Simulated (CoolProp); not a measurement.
Saturation properties of CHF3 (R23).

Values from CoolProp's reference Helmholtz-energy equation of state, Penoncello 2003.

```tsv
T (K)	p (kPa)	vapour density (kg/m³)	liquid cp (kJ/(kg K))	surface tension (mN/m)	liquid viscosity (µPa s)	liquid conductivity (mW/(m K))
147.4	3.284	0.1886	1.196	25.3	752	190
152.3	5.414	0.3014	1.198	24.3	662	181
157.2	8.608	0.4654	1.201	23.4	588	174
162.1	13.25	0.6965	1.204	22.4	526	167
167.1	19.95	1.021	1.208	21.5	473	160
172	29.02	1.449	1.212	20.5	429	154
176.9	41.19	2.009	1.217	19.6	391	149
181.8	57.20	2.730	1.223	18.6	357	144
186.7	77.87	3.644	1.230	17.7	328	139
191.6	104.1	4.782	1.238	16.8	303	135
196.5	136.9	6.184	1.248	15.8	280	130
201.5	178.1	7.929	1.258	14.9	259	126
```

It boils at 191.1 K under 1 atm.

Viscosity comes from a separate model (Shan 2000). Thermal conductivity comes from a separate model (Shan 2000). Surface tension comes from a separate correlation (Mulero 2012).
